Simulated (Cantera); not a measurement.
A Cantera script and what it prints.

```python
import numpy as np
import cantera as ct

gas_names = """
    H HO2 H2 H2O H2O2 O OH O2 O3 Si SiH SiH2 SiH3 SiH4 SiO SiO2 Si2 Si3
""".split()
cond_names = """
    H2O(s) H2O(L) Si(cr) Si(L) SiO2(Lqz) SiO2(hqz) SiO2(L)
""".split()


def load(file, names, dense=False):
    # The tables refer to 1 bar. Condensed volumes are neglected.
    table = {s.name: s for s in ct.Species.list_from_file(file)}
    out = []
    for n in names:
        d = dict(table[n].input_data)
        d["thermo"] = dict(d["thermo"], **{"reference-pressure": 1e5})
        if dense:
            d["equation-of-state"] = {"model": "constant-volume", "density": "1e6 g/cm^3"}
        out.append(ct.Species.from_dict(d))
    return out


gas = ct.Solution(thermo="ideal-gas", species=load("nasa_gas.yaml", gas_names))
cond = {s.name: ct.Solution(thermo="fixed-stoichiometry", species=[s], name=s.name)
        for s in load("nasa_condensed.yaml", cond_names, dense=True)}
atoms = {
    'Si': {'Si': 1},
    'H2O': {'H': 2, 'O': 1},
    'H2': {'H': 2},
}
top_T = {}  # K; cautious upper limits of use, not melting points


def equilibrate(T, P, feed):
    n = {}
    for name, mol in feed.items():
        for a, k in atoms[name].items():
            n[a] = n.get(a, 0.0) + k * mol
    gas.TPX = T, P, n
    mass = sum(n.values()) * gas.mean_molecular_weight
    gas.equilibrate("TP")
    valid = [c for c in cond.values() if c.min_temp <= T <= top_T.get(c.name, c.max_temp)]
    mix = ct.Mixture([(gas, mass / gas.mean_molecular_weight)] + [(c, 0.0) for c in valid])
    mix.T, mix.P = T, P
    mix.equilibrate("TP", solver="vcs", rtol=1e-11, max_steps=5000)
    return mix


results = []
feed = {'Si': 1, 'H2O': 0.0017, 'H2': 5.4}  # mol
P = 10000  # Pa
for T in [1350, 1425, 1500, 1575, 1650, 1725, 1800]:
    mix = equilibrate(T, P, feed)
    results.append((T, P, feed, dict(zip(mix.species_names, mix.species_moles))))

top = {s: max(r[3][s] / sum(r[3][g] for g in gas_names) for r in results) for s in gas_names}
cols = sorted((s for s in top if top[s] > 0.0001), key=lambda s: -top[s])[:6]
seen = [c for c in cond_names if any(r[3].get(c, 0) > 1e-12 for r in results)]
print("log10 of partial pressures in bar; condensed amounts in mol")
print(f"{'T/K':>10s}" + "".join(f"{s[:9]:>10s}" for s in cols + seen))
for T, P, feed, n in results:
    ng = sum(n[g] for g in gas_names)
    print(f"{T:10.4g}" + "".join(f"{np.log10(max(n[s] / ng * P / 1e5, 1e-99)):10.3f}" for s in cols)
          + "".join(f"{n.get(c, 0):10.4g}" for c in seen))
```

Output:

```
log10 of partial pressures in bar; condensed amounts in mol
       T/K        H2         H       SiO    Si(cr)     Si(L) SiO2(hqz)
      1350    -1.000    -6.123    -4.608    0.9985         0  0.000182
      1425    -1.000    -5.666    -4.503    0.9983         0         0
      1500    -1.000    -5.254    -4.503    0.9983         0         0
      1575    -1.000    -4.881    -4.502    0.9983         0         0
      1650    -1.000    -4.542    -4.502    0.9982         0         0
      1725    -1.000    -4.231    -4.502         0    0.9981         0
      1800    -1.001    -3.946    -4.503         0    0.9979         0
```

Equilibrium computed with Cantera from the NASA thermochemical tables; the gas is ideal and each condensed phase is pure. Mutual solubility and eutectic melting of coexisting phases are not modelled. The tables hold silica as quartz up to 1696 K and as liquid above; real silica turns to tridymite and cristobalite and melts near 1996 K. Gases not in the tables: Si2H6 and higher silanes.
